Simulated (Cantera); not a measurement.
A closed system holds: 1 mol Al2O3, 0.11 mol I2, 0.15 mol O2, at 1100 °C and 1 atm.

Method: chemical equilibrium by Gibbs-energy minimisation in Cantera with the NASA 1993 tables (ideal gas, pure condensed phases). Candidate condensed phases: Al, AlI3, Al2O3, I2; 14 gas species. Equilibrium is a limit: real reactors are often held back by kinetics, nucleation or transport.

Base state: O2 0.488, I 0.310, I2 0.203 (mole fractions); condensed: Al2O3(s).

Task: What changes in the equilibrium state with this change: 0.0099 mol NH3 added?

Result: 
```
species        before     after
-------------  ------  --------
O2              0.488     0.445
I               0.310     0.301
I2              0.203     0.192
H2O                 0    0.0462
N2                  0    0.0154
HI                  0  0.000269
NO                  0  0.000126
OH                  0   1.91e-5
Al2O3(s), mol    1.00      1.00
```
Gases not in the tables: Al(OH)3. Further candidate phases: AlN, H2O.
